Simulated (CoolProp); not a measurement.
Vapour-liquid equilibrium of n-butane (1) + benzene (2) at 0.499 MPa; x and y are mole fractions of (1).

Computed with CoolProp (multi-fluid Helmholtz-energy mixture model, Bücker 2006 and Thol 2012; pair parameters Bell 2016).

```
x      bubble temperature, mixture model (K)  bubble temperature, Raoult's law (K)  y, mixture model  y, Raoult's law
-----  -------------------------------------  ------------------------------------  ----------------  ---------------
0.05                                   403.8                                 403.8             0.247            0.267
0.125                                      ?                                 389.5             0.506            0.519
0.2                                    374.9                                 378.0             0.667            0.671
0.275                                  364.5                                 368.6             0.767            0.769
0.35                                   356.3                                 360.8             0.831            0.834
0.425                                      ?                                 354.1             0.873            0.880
0.5                                    344.7                                 348.4                 ?            0.913
0.575                                  340.4                                 343.4             0.924            0.937
0.65                                   336.8                                 338.9             0.941            0.955
0.725                                  333.6                                 335.0             0.955            0.969
0.8                                        ?                                 331.4                 ?            0.980
0.875                                      ?                                 328.2             0.980            0.989
0.95                                   325.2                                 325.2             0.992            0.996
```

Q: Some entries are withheld; supply them.

A: 
- 0.125, bubble temperature, mixture model (K): 387.9
- 0.425, bubble temperature, mixture model (K): 349.9
- 0.5, y, mixture model: 0.902
- 0.8, bubble temperature, mixture model (K): 330.7
- 0.8, y, mixture model: 0.968
- 0.875, bubble temperature, mixture model (K): 328.0

The largest gap from Raoult's law is -4.5 K in bubble temperature, at x = 0.35. No azeotrope shows between x = 0.05 and 0.95.

Pair parameters are fitted to limited data, so mixtures are less certain than the pure fluids.
